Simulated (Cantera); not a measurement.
Input: 1 mol B₂O₃, 4.5 mol H₂, 5.6 mol N₂, at 1027 °C and 2000 Pa.

These are equilibrium values from Cantera (NASA tables, ideal gas, pure condensed phases), not measurements of a reactor. Candidate condensed phases: B, BN, B₂O₃, B₃O₃H₃, H₂O; 39 gas species. N₂ is the only nitrogen source here; it is nearly inert below about 1500 K, so the nitride shown seldom forms there in practice. Mutual solubility and eutectic melting of coexisting phases are not modelled. Kinetics and transport are ignored.

What is the equilibrium state?


| Property | Result |
|---|---|
| x(N₂) | 0.554 |
| x(H₂) | 0.444 |
| x(H₂O) | 0.000844 |
| x(HBO₂) | 0.000632 |
| x(HBO) | 4.33e-5 |
| x(B₂O₃) | 9.31e-6 |
| x(H) | 5.21e-6 |
| n(BN(s)) | 0.00766 mol |
| n(B₂O₃(l)) | 0.993 mol |
| gas amount | 10.10 mol |
| log10 activity of B(s) (absent) | -4.49 |
| log10 activity of B₃O₃H₃(s) (absent) | -13.64 |
